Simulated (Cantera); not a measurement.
Charge: 1 mol c-C4F8, 0.048 mol HCl, 0.21 mol H2, equilibrated at 2098 K and 3.70 mbar.

Cantera equilibrium calculation (NASA polynomials, part measured and part estimated; ideal gas, pure solids and liquids). Candidate condensed phases: C, C6H6, C7H8, C8H18; 118 gas species. The feed counts by its element totals alone. Gases not in the tables: C2F6 and larger saturated fluorocarbons. Equilibrium is a limit: real reactors are often held back by kinetics, nucleation or transport.

Base state: CF4 0.420, CF2 0.257, F 0.148, HF 0.148, Cl 0.0151, CF3 0.0115, CF 0.00109, CClF3 1.42e-5 (mole fractions); condensed: C(graphite).

What changes in the equilibrium state with this change: H2 from 0.21 to 1 mol?


```csv
species,before,after
HF,0.148,0.465
CF4,0.420,0.210
CF2,0.257,0.182
CF3,0.0115,0.00687
Cl,0.0151,0.0108
F,0.148,0.124
HCl,1.23e-5,3.31e-5
CClF3,1.42e-5,6.07e-6
ClF,1.33e-5,8.01e-6
CF,0.00109,0.000914
"C(graphite), mol",1.81,2.24
```
